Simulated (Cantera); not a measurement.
Equilibrium for silicon carbide growth: Si(CH3)4 + C2H2 + H2

Input: 1 mol Si(CH3)4, 0.035 mol C2H2, 77 mol H2, at 1350 K and 0.133 bar.

Cantera equilibrium calculation (NASA polynomials, part measured and part estimated; ideal gas, pure solids and liquids). Candidate condensed phases: C, C6H6, C7H8, C8H18, Si, SiC; 87 gas species. The numbers say what is thermodynamically allowed, not how fast it happens.

* **x(H2)**: 0.999
* **x(CH4)**: 0.000767
* **x(H)**: 6.52e-6
* **x(C2H2 (acetylene))**: 1.24e-6
* **n(C(graphite))**: 3.01 mol
* **n(SiC(s))**: 1.00 mol
* **gas amount**: 82.97 mol
* **log10 activity of Si(s) (absent)**: -2.42
